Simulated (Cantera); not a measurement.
Feed: 1 mol CH₂F₂, a varied amount of H₂, 0.86 mol CH₄, held at 1.00 bar.

Equilibrium computed with Cantera from the NASA thermochemical tables; the gas is ideal and each condensed phase is pure. Candidate condensed phases: C, C₆H₆, C₇H₈, C₈H₁₈; 95 gas species. The numbers say what is thermodynamically allowed, not how fast it happens.

Stable condensed phases, one row left out:

```
T in K \ n(H₂) in mol
         0.095   0.2   0.3   0.4   0.5   0.6  0.71  0.81  0.91     1   1.1
   3548      A     A     A     A     A     A     B     B     B     B     B
   3523      A     A     A     A     A     A     A     A     A     A     B
   3473      A     A     A     A     A     A     A     A     A     A     A
   3448      A     A     A     A     A     A     A     A     A     A     A
   3423      A     A     A     A     A     A     A     A     A     A     A
   3398      A     A     A     A     A     A     A     A     A     A     A
   3373      A     A     A     A     A     A     A     A     A     A     A
   3348      A     A     A     A     A     A     A     A     A     A     A
   3323      A     A     A     A     A     A     A     A     A     A     A
   3298      A     A     A     A     A     A     A     A     A     A     A
   3273      A     A     A     A     A     A     A     A     A     A     A
   3248      A     A     A     A     A     A     A     A     A     A     A
```

A: C; B: gas only.

### Question
Give the row for 3498 K.

### Answer
0.095: C; 0.2: C; 0.3: C; 0.4: C; 0.5: C; 0.6: C; 0.71: C; 0.81: C; 0.91: C; 1: C; 1.1: C.
